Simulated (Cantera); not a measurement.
An isothermal, constant-pressure homogeneous reactor starts with CH4 : N2 = 1 : 34 (molar parts), at 1725 K and 16.0 Pa.

Detailed kinetics in Cantera: GRI-Mech 3.0 (53 species, 325 reactions). GRI-Mech 3.0 stops at C3 and has no aromatics, soot or wall deposition, so with more carbon than oxygen in the feed, carbon stays in small species such as C2H2 where larger ones or solid carbon would form. Radical loss at walls, strong at low pressure, is not modelled.

One state of this run: x CH4 = 0.000136; x C2H4 = 2.36e-7; x C2H6 = 1.65e-10; x CH2 = 1.78e-7; x H2 = 0.0413; x C2H2 = 0.0138. x: mole fraction; the columns are a selection and need not sum to one.

Q: Which value of t (s) does it belong to?
(A) 0.248
(B) 0.00121
(C) 300
(D) 8.63

A: C, 300
